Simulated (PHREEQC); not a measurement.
Consider water at 25 °C with 4.9 mmol/kgw KH2PO4 and 0.065 mmol/kgw Na2HPO4. Closed to the air; pH follows from the charge balance.

Computed with PHREEQC (ion-association model, phreeqc.dat).

```json
{
  "pH": "5.29",
  "ionic_strength": "0.00511 mol/kgw",
  "specific_conductance": "504 µS/cm",
  "total_alkalinity": "0.0650 meq/kg"
}
```

```csv
species,molality,activity,log γ
K+,0.00490,0.00453,-0.034
H2PO4-,0.00489,0.00454,-0.032
Na+,0.000130,0.000121,-0.033
HPO4-2,7.35e-5,5.44e-5,-0.130
H+,5.55e-6,5.18e-6,-0.030
H3PO4,3.45e-6,3.46e-6,0.001
KHPO4-,5.18e-7,4.81e-7,-0.032
NaHPO4-,1.38e-8,1.28e-8,-0.032
OH-,2.11e-9,1.95e-9,-0.034
```

Precipitation was switched off in this run.
